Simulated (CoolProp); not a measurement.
Saturated liquid density (kg/m³) of cyclopropane: the reference equation beside estimates from Tc = 398.7 K, pc = 5.605 MPa, ω = 0.131. Rackett uses Z = 0.29056 − 0.08775 ω.

The numbers come from the reference Helmholtz-energy equation of state, Polt 1992 in CoolProp. This equation is an older, rougher fit; its heat capacities, sound speeds and derivatives of the liquid may be far off and weren't checked against measurements.

```json
[
 {"T (K)": "304.4", "reference": "…", "Rackett": "593.7", "van der Waals": "382.2", "Redlich-Kwong": "546.0", "Soave-Redlich-Kwong": "556.9", "Peng-Robinson": "…"},
 {"T (K)": "317", "reference": "588.4", "Rackett": "573.9", "van der Waals": "368.9", "Redlich-Kwong": "522.1", "Soave-Redlich-Kwong": "533.4", "Peng-Robinson": "…"},
 {"T (K)": "329.5", "reference": "…", "Rackett": "552.7", "van der Waals": "354.6", "Redlich-Kwong": "496.3", "Soave-Redlich-Kwong": "507.9", "Peng-Robinson": "…"},
 {"T (K)": "342.1", "reference": "541.5", "Rackett": "529.3", "van der Waals": "338.7", "Redlich-Kwong": "467.7", "Soave-Redlich-Kwong": "479.1", "Peng-Robinson": "543.2"},
 {"T (K)": "354.6", "reference": "514.1", "Rackett": "503.4", "van der Waals": "321.0", "Redlich-Kwong": "436.0", "Soave-Redlich-Kwong": "446.9", "Peng-Robinson": "505.9"},
 {"T (K)": "367.1", "reference": "…", "Rackett": "473.2", "van der Waals": "300.5", "Redlich-Kwong": "399.5", "Soave-Redlich-Kwong": "409.4", "Peng-Robinson": "462.2"},
 {"T (K)": "379.7", "reference": "441.3", "Rackett": "435.2", "van der Waals": "275.2", "Redlich-Kwong": "355.1", "Soave-Redlich-Kwong": "…", "Peng-Robinson": "407.8"},
 {"T (K)": "392.2", "reference": "378.4", "Rackett": "377.9", "van der Waals": "239.2", "Redlich-Kwong": "293.5", "Soave-Redlich-Kwong": "298.4", "Peng-Robinson": "331.1"}
]
```

Question: Complete the blanks.

Answer: 
- 304.4, reference: 609.2
- 304.4, Peng-Robinson: 631.5
- 317, Peng-Robinson: 605.1
- 329.5, reference: 566.1
- 329.5, Peng-Robinson: 576.1
- 367.1, reference: 482.0
- 379.7, Soave-Redlich-Kwong: 363.2

Absolute difference from the reference over all 8 rows, mean and median: Rackett 1.9 and 2.2 %, van der Waals 37.4 and 37.4 %, Redlich-Kwong 15.2 and 14.4 %, Soave-Redlich-Kwong 13.3 and 12.3 %, Peng-Robinson 4.3 and 3.2 %.
